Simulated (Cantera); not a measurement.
An adiabatic, constant-pressure homogeneous reactor starts with C3H8 : O2 : N2 : H2O = 1 : 6.85 : 25.8 : 1.4 (molar parts), equivalence ratio 0.73, at 1650 K and 5.00 bar. Integrator tolerance rtol = 1e-08.

Detailed kinetics in Cantera: GRI-Mech 3.0 (53 species, 325 reactions). GRI-Mech 3.0 was tuned for natural gas; its chemistry of propane as a main component is partial and can be far from experiment.

```
quantity                                                            before                                    after
---------------------------------  ---------------------------------------  ---------------------------------------
time of steepest temperature rise                                  8.57 µs                                  53.9 µs
temperature at 0.800 s                                              2755 K                                   2651 K
equilibrium temperature                                             2755 K                                   2651 K
x(C3H8) at 0.800 s                   <1e-12 (gas-phase equilibrium <1e-12)    <1e-12 (gas-phase equilibrium <1e-12)
x(O2) at 0.800 s                     0.0478 (gas-phase equilibrium 0.0478)    0.0473 (gas-phase equilibrium 0.0473)
x(H2O) at 0.800 s                      0.133 (gas-phase equilibrium 0.133)      0.138 (gas-phase equilibrium 0.138)
x(H2O2) at 0.800 s                 7.54e-7 (gas-phase equilibrium 7.54e-7)  6.41e-7 (gas-phase equilibrium 6.41e-7)
x(CO2) at 0.800 s                    0.0649 (gas-phase equilibrium 0.0649)    0.0707 (gas-phase equilibrium 0.0707)
x(C2H2) at 0.800 s                   <1e-12 (gas-phase equilibrium <1e-12)    <1e-12 (gas-phase equilibrium <1e-12)
x(NO) at 0.800 s                     0.0155 (gas-phase equilibrium 0.0155)    0.0132 (gas-phase equilibrium 0.0132)
```

**Question.** Name the change that produced these shifts.
A. constant volume in place of constant pressure
B. pressure from 5.00 bar to 10.0 bar
C. initial temperature 1650 to 1450 K
D. initial temperature 1650 to 1100 K

**Answer.** C, initial temperature 1650 to 1450 K
